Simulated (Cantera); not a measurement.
## Stirred combustor or abatement burner

A perfectly stirred reactor is fed with C2H6 : O2 : N2 : CO2 = 0.77 : 3.18 : 19.7 : 3 (molar parts), equivalence ratio 0.85, at 1.00 bar; it is adiabatic with a 500 K inlet, and is followed from long to short residence time, starting on the burning branch (τ in s: 0.023, 0.0095, 0.0039, 0.0016, 0.00065, 0.00027, 0.00011, 4.5e-05, 1.8e-05).

Model: GRI-Mech 3.0 (53 species, 325 reactions), integrated in Cantera.

```tsv
τ (s)	T (K)	x C2H6	x O2	x CO2	x CH3	x H2O2
0.023	1553	7.01e-6	0.0201	0.163	3.00e-6	2.38e-7
0.0095	1532	1.34e-5	0.0213	0.161	6.64e-6	3.36e-7
0.0039	1502	2.76e-5	0.0231	0.157	1.49e-5	4.68e-7
0.0016	1455	6.96e-5	0.0264	0.151	3.80e-5	6.31e-7
0.00065	500	0.0289	0.119	0.113	<1e-12	<1e-12
0.00027	500	0.0289	0.119	0.113	<1e-12	<1e-12
0.00011	500	0.0289	0.119	0.113	<1e-12	<1e-12
4.5e-5	500	0.0289	0.119	0.113	<1e-12	<1e-12
1.8e-5	500	0.0289	0.119	0.113	<1e-12	<1e-12
```
x: mole fraction; the columns are a selection and need not sum to one.
